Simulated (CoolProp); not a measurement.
Vapour pressure (MPa) of methane: the reference equation beside estimates from Tc = -82.6 °C, pc = 4.599 MPa, ω = 0.011. Clausius-Clapeyron is anchored at -136.55 °C with a constant enthalpy of vaporisation of 7.297 kJ/mol.

Values from CoolProp's reference Helmholtz-energy equation of state, Setzmann 1991.

```
T (°C)   reference  Lee-Kesler  Clausius-Clapeyron
-------  ---------  ----------  ------------------
-152.75     0.1969      0.1955              0.2256
-149.55     0.2451      0.2439              0.2724
-146.25     0.3035      0.3027              0.3277
-143.05     0.3695      0.3691              0.3884
-139.75     0.4481      0.4481              0.4590
-136.55     0.5354      0.5359              0.5354
-133.25     0.6379      0.6389              0.6230
-129.95     0.7539      0.7554              0.7200
-126.75     0.8803      0.8821              0.8232
-123.45      1.026       1.028              0.9394
-120.25      1.183       1.185               1.062
```

Absolute difference from the reference over all 11 rows, mean and median: Lee-Kesler 0.2 and 0.2 %, Clausius-Clapeyron 6.7 and 6.5 %.
